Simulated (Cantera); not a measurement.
An isothermal, constant-pressure homogeneous reactor starts with NH3 : H2 = 1 : 8.9 (molar parts), at 1625 K and 26000 Pa.

Detailed kinetics in Cantera: the gas-phase N/H chemistry of the illustrative SiF4/NH3 mechanism in the Surface Chemkin manual (1991). Walls and surfaces, which speed up NH3 decomposition in real reactors, are not modelled.

x: mole fraction; the columns are a selection and need not sum to one.

| t (s) | x NH3 | x H2 | x NH | x H | x N2H2 | x N | x N2H4 |
|---|---|---|---|---|---|---|---|
| 0.000100 | 0.101 | 0.899 | 1.74e-12 | 2.89e-7 | <1e-12 | <1e-12 | <1e-12 |
| 0.000339 | 0.101 | 0.899 | 2.03e-11 | 9.83e-7 | 1.78e-12 | <1e-12 | <1e-12 |
| 0.00115 | 0.101 | 0.899 | 2.35e-10 | 3.33e-6 | 2.33e-11 | <1e-12 | 4.32e-12 |
| 0.00389 | 0.101 | 0.899 | 2.68e-9 | 1.13e-5 | 2.86e-10 | 1.48e-11 | 4.97e-11 |
| 0.0132 | 0.101 | 0.899 | … | … | … | 5.19e-10 | 5.33e-10 |
| 0.0447 | 0.101 | 0.899 | 1.52e-7 | 8.50e-5 | 2.14e-8 | 6.32e-9 | 2.82e-9 |
| 0.152 | 0.101 | 0.899 | 1.84e-7 | 9.36e-5 | 2.64e-8 | 8.39e-9 | 3.39e-9 |
| 0.514 | 0.0998 | 0.900 | 1.83e-7 | 9.38e-5 | 2.60e-8 | 8.36e-9 | 3.35e-9 |
| 1.74 | 0.0969 | 0.901 | 1.80e-7 | 9.46e-5 | 2.48e-8 | 8.27e-9 | 3.19e-9 |
| 5.90 | 0.0879 | 0.906 | 1.70e-7 | 9.69e-5 | 2.13e-8 | 7.96e-9 | 2.73e-9 |
| 20.0 | 0.0657 | 0.918 | 1.41e-7 | 0.000104 | 1.32e-8 | 6.99e-9 | 1.69e-9 |

Problem. Fill in the missing entries.

Solution. 
- 0.0132, x NH: 2.87e-8
- 0.0132, x H: 3.69e-5
- 0.0132, x N2H2: 3.45e-9
